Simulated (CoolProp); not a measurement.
Saturated liquid density (kg/m³) of carbon dioxide: the reference equation beside estimates from Tc = 304.1 K, pc = 7377 kPa, ω = 0.224. Rackett uses Z = 0.29056 − 0.08775 ω.

Model: reference Helmholtz-energy equation of state, Span 1996, in CoolProp.

```tsv
T (K)	reference	Rackett	Soave-Redlich-Kwong
233.3	1116	1121	1020
241.2	1084	___	___
249.2	1050	1056	946.3
257.2	1013	1019	903.9
265.1	972.7	___	857.6
273.1	927.7	935.8	805.0
281.1	875.9	___	___
289.1	812.9	___	___
297	___	741.0	578.7
```

### Question
Fill in the missing entries.

### Answer

- 241.2, Rackett: 1090
- 241.2, Soave-Redlich-Kwong: 985.0
- 265.1, Rackett: 979.9
- 281.1, Rackett: 885.2
- 281.1, Soave-Redlich-Kwong: 744.5
- 289.1, Rackett: 824.0
- 289.1, Soave-Redlich-Kwong: 672.1
- 297, reference: 727.1

Absolute difference from the reference over all 9 rows, mean and median: Rackett 0.9 and 0.7 %, Soave-Redlich-Kwong 12.9 and 11.8 %.
